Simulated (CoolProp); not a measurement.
o-xylene along the isobar 2.32 MPa: fugacity coefficient from the reference equation and from simpler models built on Tc = 630.3 K, pc = 3.737 MPa, ω = 0.312; each cubic takes its own stable root.

Computed with CoolProp (reference Helmholtz-energy equation of state, Zhou 2012).

```tsv
T (K)	phase	reference
369.6	liquid	0.01093
378.1	liquid	0.01456
386.6	liquid	0.01909
395.1	liquid	0.02466
403.6	liquid	0.03144
412.2	liquid	0.03967
420.7	liquid	0.04933
429.2	liquid	0.06066
437.7	liquid	0.07383
446.2	liquid	0.08897
454.8	liquid	0.1064
463.3	liquid	0.1260
471.8	liquid	0.1479
480.3	liquid	0.1723
488.8	liquid	0.1992
```

Problem. How far does each simpler model (van der Waals, Peng-Robinson) lie from the reference over these 15 states: mean and median of the absolute difference, and the worst?

Solution. 
- van der Waals: mean 445.8 %, median 351.4 %, worst +1099.5 % at 369.6 K and 2.32 MPa
- Peng-Robinson: mean 1.0 %, median 0.9 %, worst +1.5 % at 488.8 K and 2.32 MPa
